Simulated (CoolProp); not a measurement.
Vapour-liquid equilibrium of chloromethane (R40) (1) + isobutene (2) at 370.5 K; x and y are mole fractions of (1).

Computed with CoolProp (multi-fluid Helmholtz-energy mixture model, Thol 2014 and Lemmon 2005; pair parameters Bell 2016).

```
x     bubble pressure (bar)  y at the bubble point  dew pressure at overall composition x (bar)  liquid density (mol/L)
----  ---------------------  ---------------------  -------------------------------------------  ----------------------
0.05                  18.22                  0.077                                        17.93                   8.676
0.2                   20.53                  0.275                                        19.62                   9.236
0.35                  22.66                  0.440                                        21.48                   9.891
0.5                   24.66                  0.585                                        23.48                       …
0.65                  26.58                  0.718                                        25.59                   11.58
0.8                       …                      …                                        27.80                   12.68
0.95                  30.27                  0.962                                        30.09                   14.01
```

Problem. Complete the blanks.

Solution. 
- 0.5, liquid density (mol/L): 10.66
- 0.8, bubble pressure (bar): 28.44
- 0.8, y at the bubble point: 0.843

No azeotrope shows between x = 0.05 and 0.95.

Pair parameters are fitted to limited data, so mixtures are less certain than the pure fluids.
